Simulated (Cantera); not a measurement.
Input: 1 mol CH₃F, 0.01 mol Si, 5.9 mol H₂, equilibrated at 2998.15 K and 1.70 mbar.

Cantera equilibrium calculation (NASA polynomials, part measured and part estimated; ideal gas, pure solids and liquids). Candidate condensed phases: C, C₆H₆, C₇H₈, C₈H₁₈, Si, SiC; 113 gas species. The tables' values for SiF are old estimates; treat these amounts as uncertain. Rates play no part.

Base state: H 0.848, HF 0.0615, H₂ 0.0496, C₃ 0.0145, C 0.0127, F 0.00649, C₂ 0.00341, C₂H 0.00168 (mole fractions); condensed: gas only.

Question: What changes in the equilibrium state with this change: temperature from 2998.15 K to 3200 K?

Answer: 
| species | before | after |
|---|---|---|
| H | 0.848 | 0.875 |
| HF | 0.0615 | 0.0436 |
| C | 0.0127 | 0.0312 |
| H₂ | 0.0496 | 0.0165 |
| F | 0.00649 | 0.0201 |
| C₃ | 0.0145 | 0.00736 |
| Si | 0.000554 | 0.000589 |
| C₂H₂ (acetylene) | 0.000573 | 5.47e-5 |
| C₅ | 4.93e-5 | 7.38e-6 |
| SiC₂ | 8.68e-5 | 2.21e-5 |
